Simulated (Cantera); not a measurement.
**Stirred combustor or abatement burner**

A perfectly stirred reactor is fed with CH₄ : O₂ : N₂ = 1 : 2.3 : 8.64 (molar parts), at 4.50 bar; it is adiabatic with a 375 K inlet, and is followed from long to short residence time, starting on the burning branch (τ in s: 0.12, 0.043, 0.016, 0.006, 0.0022, 0.00083, 0.00031, 0.00011, 4.3e-05).

Model: GRI-Mech 3.0 (53 species, 325 reactions), integrated in Cantera.

```csv
τ (s),T (K),x CH₄,x O₂,x HO₂,x H,x CH₂O
0.12,2159,1.32e-6,0.0247,2.00e-6,4.88e-5,2.00e-7
0.043,2159,3.47e-6,0.0250,2.12e-6,5.62e-5,5.34e-7
0.016,2155,8.37e-6,0.0254,2.39e-6,7.45e-5,1.31e-6
0.0060,2146,1.85e-5,0.0259,3.03e-6,0.000120,2.97e-6
0.0022,2128,3.89e-5,0.0267,4.48e-6,0.000233,6.33e-6
0.00083,2098,7.79e-5,0.0282,7.42e-6,0.000474,1.25e-5
0.00031,2052,0.000161,0.0306,1.32e-5,0.000948,2.47e-5
0.00011,1980,0.000381,0.0348,2.52e-5,0.00176,5.27e-5
4.3e-5,1872,0.00113,0.0428,5.24e-5,0.00235,0.000131
```
x: mole fraction; the columns are a selection and need not sum to one.
